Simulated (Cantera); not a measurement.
An isothermal, constant-pressure homogeneous reactor starts with 31.1 % CH4, 13.0 % H2O, 55.9 % H2, at 1948 K and 51000 Pa.

Cantera simulation using GRI-Mech 3.0 (53 species, 325 reactions); the numbers are that mechanism's predictions, not measurements. GRI-Mech 3.0 stops at C3 and has no aromatics, soot or wall deposition, so with more carbon than oxygen in the feed, carbon stays in small species such as C2H2 where larger ones or solid carbon would form.

One state of this run: x CH4 = 0.00266; x H2O = 0.00159; x H2 = 0.843; x HCO = 2.68e-8; x HO2 = <1e-12. x: mole fraction; the columns are a selection and need not sum to one.

Q: Which value of t (s) does it belong to?
A) 0.873
B) 0.381
C) 0.166
D) 0.0725

A: B, 0.381
